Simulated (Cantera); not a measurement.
Cantera run:

```python
import numpy as np
import cantera as ct

gas_names = """
    H HO2 H2 H2O H2O2 Hg O OH O2 O3
""".split()
cond_names = """
    H2O(s) H2O(L) Hg(cr) Hg(L) HgO(s)
""".split()


# ... load() reads the species with a 1 bar reference pressure and builds the phases ...
atoms = {
    'Hg': {'Hg': 1},
    'O2': {'O': 2},
    'H2': {'H': 2},
}
top_T = {}  # K; cautious upper limits of use, not melting points


# ... equilibrate(T, P, feed) seeds the gas with the atoms and calls Mixture.equilibrate('TP', solver="vcs", rtol=1e-11, max_steps=5000) ...
results = []
feed = {'Hg': 1, 'O2': 1.2, 'H2': 0.5}  # mol
T = 498.15  # K
P = 101325  # Pa
mix = equilibrate(T, P, feed)
results.append((T, P, feed, dict(zip(mix.species_names, mix.species_moles))))
print(gas.report(threshold=1e-06))
for i in range(1, mix.n_phases):
    print(f"{mix.phase(i).name:16s} {mix.phase_moles(i):12.5e} mol")
```

Result:

```
       temperature   498.15 K
          pressure   1.0133e+05 Pa
           density   0.60279 kg/m^3
  mean mol. weight   24.64 kg/kmol
   phase of matter   gas

                          1 kg             1 kmol
                     ---------------   ---------------
          enthalpy       -4.9029e+06       -1.2081e+08  J
   internal energy        -5.071e+06       -1.2495e+08  J
           entropy            8878.2        2.1876e+05  J/K
    Gibbs function       -9.3256e+06       -2.2978e+08  J
 heat capacity c_p              1349             33238  J/K
 heat capacity c_v            1011.5             24924  J/K

                      mass frac. Y      mole frac. X     chem. pot. / RT
                     ---------------   ---------------   ---------------
               H2O            0.3848           0.52631           -82.182
                Hg        7.4371e-05        9.1355e-06           -18.095
                O2           0.61513           0.47368           -25.809
     [   +7 minor]        5.6116e-15        4.5673e-15

H2O(L)            0.00000e+00 mol
Hg(L)             0.00000e+00 mol
HgO(s)            9.99991e-01 mol
```

These are equilibrium values from Cantera (NASA tables, ideal gas, pure condensed phases), not measurements of a reactor.
